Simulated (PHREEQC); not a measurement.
Dissolve 0.26 mol HF and 0.24 mol Na2CO3 per kg of water at 25 °C. Closed to the air; pH follows from the charge balance.

All values are PHREEQC results (ion-association model, phreeqc.dat), not measurements.

```csv
quantity,before,after
pH,7.13,1.76
ionic strength (mol/kgw),0.433,0.0194
HF (mol/kgw),1.52e-5,0.231
HF2- (mol/kgw),1.34e-5,0.00915
```

### Question
Which change was made?
A. Na2CO3 left out
B. diluted 10-fold with water
C. diluted 100-fold with water

### Answer
A, Na2CO3 left out

This is a speciation only: nothing precipitates in the calculation.
